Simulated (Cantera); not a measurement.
A freely propagating, adiabatic, planar premixed flame of CH₄ : O₂ : N₂ = 1 : 1.67 : 5.67 (molar parts), equivalence ratio 1.2, unburnt at 350 K and 120 Torr; mixture-averaged transport, grid criteria slope 0.08 and curve 0.16, no radiation.

Model: GRI-Mech 3.0 (53 species, 325 reactions), integrated in Cantera. Burning velocities carry a grid error of a few per cent, more on coarse grids.

Question: What does this change do: N2 5.67 to 7.4 parts?

Answer: 
| quantity | before | after |
|---|---|---|
| laminar burning velocity | 79.8 cm/s | 52.8 cm/s |
| thermal thickness | 1.80 mm | 2.31 mm |
| peak x(HO₂) | 0.000127 | 8.18e-5 |
| peak x(HCO) | 9.18e-5 | 5.16e-5 |
| peak x(CH₂O) | 0.00109 | 0.000765 |

Question: What does this change do: O2 1.67 to 2.1 parts?

Answer: 
| quantity | before | after |
|---|---|---|
| laminar burning velocity | 79.8 cm/s | 112 cm/s |
| thermal thickness | 1.80 mm | 1.43 mm |
| peak x(HO₂) | 0.000127 | 0.000205 |
| peak x(HCO) | 9.18e-5 | 0.000130 |
| peak x(CH₂O) | 0.00109 | 0.00130 |
